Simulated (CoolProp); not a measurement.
Vapour-liquid equilibrium of hydrogen chloride (1) + propane (2) at 298.2 K; x and y are mole fractions of (1).

The numbers come from the multi-fluid Helmholtz-energy mixture model, Thol 2018 and Lemmon 2009; pair parameters Bell 2016 in CoolProp.

```csv
x,"bubble pressure, mixture model (kPa)","bubble pressure, Raoult's law (kPa)","y, mixture model","y, Raoult's law"
0.05,1236,1143,0.223,0.207
0.15,1767,1522,0.459,0.467
0.25,2241,1900,0.583,0.624
0.35,2660,2279,0.661,0.728
0.45,3032,2658,0.718,0.803
0.55,3373,3037,0.765,0.859
0.65,3696,3416,0.809,0.902
0.75,4009,3795,0.855,0.937
0.85,4316,4174,0.906,0.966
0.95,4607,4553,0.966,0.990
```

The largest gap from Raoult's law is +17.9 % in bubble pressure, at x = 0.25. No azeotrope shows between x = 0.05 and 0.95.

The pair parameters rest on a limited set of measurements; away from them the model extrapolates.
